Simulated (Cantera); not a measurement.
What does this Cantera script print?

```python
import numpy as np
import cantera as ct

gas = ct.Solution("gri30.yaml", transport_model="mixture-averaged")
show = ['N2', 'H2', 'NH3']

rows = []
print(f"{'T/K':>7s}{'rho':>11s}{'cp':>10s}{'mu':>11s}{'lambda':>11s}{'Pr':>7s}" + "".join(f"{'D_' + s:>11s}" for s in show))
for T in [400, 550, 700, 850, 1000, 1150, 1300, 1450, 1600]:
    gas.TPX = T, 13332, {'H2': 0.98}
    Pr = gas.cp_mass * gas.viscosity / gas.thermal_conductivity
    D = [gas.mix_diff_coeffs_mole[gas.species_index(s)] for s in show]
    rows.append([gas.density, gas.cp_mass, gas.viscosity, gas.thermal_conductivity, Pr, *D])
    print(f"{T:7g}{gas.density:11.4e}{gas.cp_mass:10.1f}{gas.viscosity:11.4e}"
          f"{gas.thermal_conductivity:11.4e}{Pr:7.3f}" + "".join(f"{d:11.4e}" for d in D))
print("SI units: kg/m3, J/kg/K, Pa s, W/m/K, m2/s")
```

Output:

```
    T/K        rho        cp         mu     lambda     Pr       D_N2       D_H2      D_NH3
    400 8.0815e-03   14522.5 1.0869e-05 2.2910e-01  0.689 9.6425e-04-3.8414e-01 1.0271e-03
    550 5.8775e-03   14518.0 1.3370e-05 2.8192e-01  0.689 1.6452e-03-6.6193e-01 1.7977e-03
    700 4.6180e-03   14555.7 1.5629e-05 3.3105e-01  0.687 2.4593e-03-9.9443e-01 2.7231e-03
    850 3.8031e-03   14779.1 1.7717e-05 3.7957e-01  0.690 3.3958e-03-1.3770e+00 3.7891e-03
   1000 3.2326e-03   14961.9 1.9676e-05 4.2830e-01  0.687 4.4466e-03-1.8062e+00 4.9855e-03
   1150 2.8110e-03   15271.7 2.1533e-05 4.7734e-01  0.689 5.6057e-03-2.2795e+00 6.3048e-03
   1300 2.4866e-03   15588.9 2.3305e-05 5.2658e-01  0.690 6.8678e-03-2.7948e+00 7.7407e-03
   1450 2.2294e-03   15906.5 2.5006e-05 5.7586e-01  0.691 8.2289e-03-3.3504e+00 9.2883e-03
   1600 2.0204e-03   16218.9 2.6644e-05 6.2501e-01  0.691 9.6852e-03-3.9447e+00 1.0943e-02
SI units: kg/m3, J/kg/K, Pa s, W/m/K, m2/s
```

Detailed kinetics in Cantera: GRI-Mech 3.0 (53 species, 325 reactions).
